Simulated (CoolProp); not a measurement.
Values from CoolProp's reference Helmholtz-energy equation of state, Zhou 2011.

Q: For dimethyl carbonate, give the phase and the Z, cp (kJ/(kg K)), cv (kJ/(kg K)), Joule-Thomson coefficient (K/MPa) at 117.95 °C and 0.178 MPa; 297.75 °C and 7.4 MPa.

A: 
- 117.95 °C and 0.178 MPa: gas; Z 0.960, cp 1.45, cv 1.34, Joule-Thomson coefficient 19.4
- 297.75 °C and 7.4 MPa: supercritical; Z 0.266, cp 3.91, cv 1.86, Joule-Thomson coefficient 3.09
